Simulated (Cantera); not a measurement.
Input (Python, Cantera):

```python
import numpy as np
import cantera as ct

gas = ct.Solution("gri30.yaml")
gas.TPX = 1200, 101325, {'N2O': 1, 'O2': 0.39, 'N2': 0.0078}
reactor = ct.IdealGasConstPressureReactor(gas, energy="off", clone=False)
net = ct.ReactorNet([reactor])
net.rtol, net.atol = 1e-08, 1e-18
show = ['N2O', 'O2', 'N2', 'O', 'NO', 'NO2']
times = np.geomspace(0.0002, 1, 12)

steps = ct.SolutionArray(gas, extra=["t"])
rows = []
print(f"{'t/s':>10s}{'T/K':>9s}{'P/Pa':>11s}" + "".join(f"{s:>11s}" for s in show))
for t in times:
    while net.time < t:
        t_next = net.step()
        steps.append(gas.state, t=t_next)
    rows.append([np.interp(t, steps.t, y) for y in (steps.T, steps.P, *steps(*show).X.T)])
    print(f"{t:10.3e}{rows[-1][0]:9.1f}{rows[-1][1]:11.4g}" + "".join(f"{x:11.3e}" for x in rows[-1][2:]))
rate = np.gradient(steps.T, steps.t)
print("integrator steps:", len(steps.t))
if steps.T.max() > steps.T[0] + 200:
    print(f"time of steepest temperature rise: {steps.t[rate.argmax()]:.4e} s")
gas.TPX = 1200, 101325, {'N2O': 1, 'O2': 0.39, 'N2': 0.0078}
gas.equilibrate("TP")
print(f"equilibrium (TP): T = {gas.T:.1f} K  " + "  ".join(f"{s} {gas[s].X[0]:.3e}" for s in show))
```

Output:

```
       t/s      T/K       P/Pa        N2O         O2         N2          O         NO        NO2
 2.000e-04   1200.0  1.013e+05  7.153e-01  2.790e-01  5.658e-03  1.725e-06  8.474e-06  7.036e-10
 4.338e-04   1200.0  1.013e+05  7.152e-01  2.791e-01  5.751e-03  1.725e-06  1.880e-05  3.448e-09
 9.410e-04   1200.0  1.013e+05  7.149e-01  2.791e-01  5.953e-03  1.724e-06  4.118e-05  1.633e-08
 2.041e-03   1200.0  1.013e+05  7.142e-01  2.793e-01  6.390e-03  1.724e-06  8.964e-05  7.539e-08
 4.427e-03   1200.0  1.013e+05  7.129e-01  2.796e-01  7.336e-03  1.723e-06  1.944e-04  3.357e-07
 9.602e-03   1200.0  1.013e+05  7.099e-01  2.802e-01  9.380e-03  1.721e-06  4.201e-04  1.397e-06
 2.083e-02   1200.0  1.013e+05  7.036e-01  2.817e-01  1.377e-02  1.715e-06  9.029e-04  5.156e-06
 4.518e-02   1200.0  1.013e+05  6.902e-01  2.847e-01  2.310e-02  1.701e-06  1.923e-03  1.585e-05
 9.799e-02   1200.0  1.013e+05  6.624e-01  2.910e-01  4.247e-02  1.670e-06  4.023e-03  4.000e-05
 2.125e-01   1200.0  1.013e+05  6.075e-01  3.035e-01  8.076e-02  1.604e-06  8.109e-03  8.747e-05
 4.610e-01   1200.0  1.013e+05  5.090e-01  3.261e-01  1.495e-01  1.473e-06  1.519e-02  1.701e-04
 1.000e+00   1200.0  1.013e+05  3.611e-01  3.603e-01  2.532e-01  1.232e-06  2.505e-02  2.863e-04
integrator steps: 598
equilibrium (TP): T = 1200.0 K  N2O 1.396e-08  O2 4.688e-01  N2 5.309e-01  O 1.716e-08  NO 2.412e-04  NO2 6.109e-06
```

Model: GRI-Mech 3.0 (53 species, 325 reactions), integrated in Cantera. GRI-Mech 3.0 was tuned for natural gas; its chemistry of N2O as a main component is partial and can be far from experiment. The mechanism lacks the step 2 NO + O2 → 2 NO2, which can matter for NO2 below about 1400 K. The temperature is held fixed by assumption; the heat of reaction is taken as removed at once.
